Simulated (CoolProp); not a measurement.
The numbers come from the reference Helmholtz-energy equation of state, Lemmon 2006 in CoolProp. It is a short technical equation, of lower accuracy than the large ones.

### Question
Give the vapour pressure (MPa), liquid density (kg/m³), vapour density (kg/m³), enthalpy of vaporisation (kJ/kg) of saturated CH3F (R41) at 242.5, 255.4 K.

### Answer
```
T (K)  p (MPa)  liquid density (kg/m³)  vapour density (kg/m³)  enthalpy of vaporisation (kJ/kg)
-----  -------  ----------------------  ----------------------  --------------------------------
242.5    0.802                     770                    16.0                               408
255.4     1.22                     735                    24.5                               380
```
